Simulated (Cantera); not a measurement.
An isothermal, constant-pressure homogeneous reactor starts with 52.6 % H2, 31.0 % O2, 16.4 % N2, at 1350 K and 90.0 Torr.

Computed with Cantera and GRI-Mech 3.0 (53 species, 325 reactions). The temperature is held fixed by assumption; the heat of reaction is taken as removed at once.

One state of this run: x H2 = 3.32e-6; x O2 = 0.0630; x N2O = 1.93e-8; x HO2 = 4.67e-8; x NO = 9.94e-6; x H2O2 = 9.16e-9. x: mole fraction; the columns are a selection and need not sum to one.

Problem. Which value of t (s) does it belong to?
A) 0.240
B) 4.00e-5
C) 0.833
D) 0.000139

Solution. A, 0.240
